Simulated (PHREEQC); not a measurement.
Make-up at 25 °C: 0.026 mol HF, 0.031 mol NH4HF2, 2.4e-06 mol H4SiO4 and 0.086 mol H3PO4 per kg of water. Closed to the air; pH follows from the charge balance.

All values are PHREEQC results (ion-association model, phreeqc.dat), not measurements.

### Question
The ionic strength comes out as 0.0440 mol/kgw. What activity coefficients do SiF6-2, F-, NH4+, HF2-, H2PO4- get?

### Answer
SiF6-2 0.48, F- 0.82, NH4+ 0.81, HF2- 0.83, H2PO4- 0.84.

Precipitation was switched off in this run. SiF6-2 is the database's only silicon fluoride.
